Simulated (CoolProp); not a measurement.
Acetone along the isobar 0.641 MPa: fugacity coefficient from the reference equation and from simpler models built on Tc = 508.1 K, pc = 4.692 MPa, ω = 0.307; each cubic takes its own stable root.

The numbers come from the reference Helmholtz-energy equation of state, Lemmon 2006 in CoolProp. It is a short technical equation, of lower accuracy than the large ones.

```json
[
 {"T (K)": "243.8", "phase": "liquid", "reference": "0.002493"},
 {"T (K)": "277.1", "phase": "liquid", "reference": "0.01793"},
 {"T (K)": "310.3", "phase": "liquid", "reference": "0.07774"},
 {"T (K)": "343.6", "phase": "liquid", "reference": "0.2394"},
 {"T (K)": "376.9", "phase": "liquid", "reference": "0.5739"},
 {"T (K)": "410.1", "phase": "gas", "reference": "0.8818"},
 {"T (K)": "443.4", "phase": "gas", "reference": "0.9128"},
 {"T (K)": "476.7", "phase": "gas", "reference": "0.9332"},
 {"T (K)": "509.9", "phase": "gas", "reference": "0.9475"}
]
```

Question: How far does each simpler model (van der Waals, Redlich-Kwong, Soave-Redlich-Kwong, Peng-Robinson) lie from the reference over these 9 states: mean and median of the absolute difference, and the worst?

Answer: 
- van der Waals: mean 996.5 %, median 60.0 %, worst +6057.2 % at 243.8 K and 0.641 MPa
- Redlich-Kwong: mean 82.8 %, median 55.7 %, worst +277.2 % at 243.8 K and 0.641 MPa
- Soave-Redlich-Kwong: mean 3.2 %, median 2.1 %, worst -9.7 % at 243.8 K and 0.641 MPa
- Peng-Robinson: mean 1.1 %, median 0.7 %, worst +3.0 % at 376.9 K and 0.641 MPa

At some of these states van der Waals, Redlich-Kwong gives the other phase, because its saturation line lies elsewhere.
